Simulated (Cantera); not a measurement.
A closed system holds: 1 mol MgO, a varied amount of HBr, at 1352 °C and 7.40 Pa.

Equilibrium computed with Cantera from the NASA thermochemical tables; the gas is ideal and each condensed phase is pure. Candidate condensed phases: Br₂, H₂O, Mg, MgBr₂, MgO, Mg(OH)₂; 20 gas species. Equilibrium is a limit: real reactors are often held back by kinetics, nucleation or transport.

Which condensed phases are stable at each of these points (n(HBr) (mol)): 1.2, 1.6, 2.2, 3, 4.1, 5.5, 7.5, 10, 14, 19, 25, 34, 47?


```json
[
 {"n(HBr) (mol)": "1.2", "condensed phases": "MgO(s)", "Mg condensed (%)": "88.2"},
 {"n(HBr) (mol)": "1.6", "condensed phases": "MgO(s)", "Mg condensed (%)": "84.2"},
 {"n(HBr) (mol)": "2.2", "condensed phases": "MgO(s)", "Mg condensed (%)": "78.3"},
 {"n(HBr) (mol)": "3", "condensed phases": "MgO(s)", "Mg condensed (%)": "70.5"},
 {"n(HBr) (mol)": "4.1", "condensed phases": "MgO(s)", "Mg condensed (%)": "59.6"},
 {"n(HBr) (mol)": "5.5", "condensed phases": "MgO(s)", "Mg condensed (%)": "45.8"},
 {"n(HBr) (mol)": "7.5", "condensed phases": "MgO(s)", "Mg condensed (%)": "26.2"},
 {"n(HBr) (mol)": "10", "condensed phases": "MgO(s)", "Mg condensed (%)": "1.5"},
 {"n(HBr) (mol)": "14", "condensed phases": "gas only", "Mg condensed (%)": "0.0"},
 {"n(HBr) (mol)": "19", "condensed phases": "gas only", "Mg condensed (%)": "0.0"},
 {"n(HBr) (mol)": "25", "condensed phases": "gas only", "Mg condensed (%)": "0.0"},
 {"n(HBr) (mol)": "34", "condensed phases": "gas only", "Mg condensed (%)": "0.0"},
 {"n(HBr) (mol)": "47", "condensed phases": "gas only", "Mg condensed (%)": "0.0"}
]
```

From 1.2 mol HBr to 10 mol HBr the condensed part is MgO(s). From 14 mol HBr to 47 mol HBr nothing is condensed.
